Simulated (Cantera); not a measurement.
**Adiabatic ignition**

An adiabatic, constant-volume homogeneous reactor starts with H2 : O2 : N2 : H2O = 1 : 0.769 : 5.92 : 0.22 (molar parts), at 1400 K and 1.60 bar.

Detailed kinetics in Cantera: GRI-Mech 3.0 (53 species, 325 reactions).

| t (s) | T (K) | P (bar) | x H2 | x O2 | x H2O | x H | x NO | x O | x NO2 |
|---|---|---|---|---|---|---|---|---|---|
| 4.00e-6 | 1400 | 1.60 | 0.126 | 0.0972 | 0.0278 | 5.62e-7 | <1e-12 | 1.12e-7 | <1e-12 |
| 1.00e-5 | 1400 | 1.60 | 0.126 | 0.0972 | 0.0279 | 4.43e-5 | <1e-12 | 9.03e-6 | <1e-12 |
| 2.52e-5 | 1796 | 2.01 | 0.0194 | 0.0413 | 0.117 | 0.0299 | 1.29e-5 | 0.0150 | 3.38e-9 |
| 6.33e-5 | 2284 | 2.48 | 0.00808 | 0.0355 | 0.146 | 0.00433 | 6.36e-5 | 0.00461 | 2.82e-8 |
| 0.000159 | 2415 | 2.60 | 0.00272 | 0.0349 | 0.157 | 0.000740 | 0.000132 | 0.00145 | 8.34e-8 |
| 0.000399 | 2427 | 2.61 | 0.00218 | 0.0349 | 0.158 | 0.000527 | 0.000249 | 0.00116 | 1.57e-7 |
| 0.00100 | 2426 | 2.61 | 0.00218 | 0.0347 | 0.158 | 0.000524 | 0.000528 | 0.00116 | 3.33e-7 |
| 0.00252 | 2425 | 2.61 | 0.00217 | 0.0344 | 0.158 | 0.000520 | 0.00119 | 0.00114 | 7.50e-7 |
| 0.00632 | 2422 | 2.60 | 0.00216 | 0.0337 | 0.158 | 0.000511 | 0.00264 | 0.00111 | 1.65e-6 |
| 0.0159 | 2416 | 2.60 | 0.00214 | 0.0326 | 0.158 | 0.000496 | 0.00506 | 0.00106 | 3.12e-6 |
| 0.0398 | 2411 | 2.59 | 0.00212 | 0.0316 | 0.158 | 0.000484 | 0.00714 | 0.00102 | 4.36e-6 |
| 0.100 | 2410 | 2.59 | 0.00212 | 0.0314 | 0.158 | 0.000482 | 0.00759 | 0.00101 | 4.62e-6 |
x: mole fraction; the columns are a selection and need not sum to one.

The time of steepest temperature rise comes out as 20.9 µs and the temperature at 0.100 s is 2410 K. The equilibrium temperature is 2410 K and the x(H2) at 0.100 s is 0.00212 (gas-phase equilibrium 0.00212). The x(O2) at 0.100 s comes out as 0.0314 (gas-phase equilibrium 0.0314) and the x(H2O) at 0.100 s is 0.158 (gas-phase equilibrium 0.158).
